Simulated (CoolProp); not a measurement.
Properties of carbon monoxide at several states.

Computed with CoolProp (reference Helmholtz-energy equation of state, Lemmon 2006). It is a short technical equation, of lower accuracy than the large ones.

```json
[
 {"T (K)": "279.3", "p (MPa)": "0.0336", "phase": "gas", "Z": "0.9998", "cv (kJ/(kg K))": "0.7431", "Joule-Thomson coefficient (K/MPa)": "2.915", "expansivity (1/kK)": "3.585", "fugacity coefficient": "0.9998"},
 {"T (K)": "465.2", "p (MPa)": "3.42", "phase": "gas", "Z": "1.013", "cv (kJ/(kg K))": "0.7640", "Joule-Thomson coefficient (K/MPa)": "0.6259", "expansivity (1/kK)": "2.185", "fugacity coefficient": "1.012"},
 {"T (K)": "454.4", "p (MPa)": "0.696", "phase": "gas", "Z": "1.002", "cv (kJ/(kg K))": "0.7591", "Joule-Thomson coefficient (K/MPa)": "0.8101", "expansivity (1/kK)": "2.210", "fugacity coefficient": "1.002"}
]
```
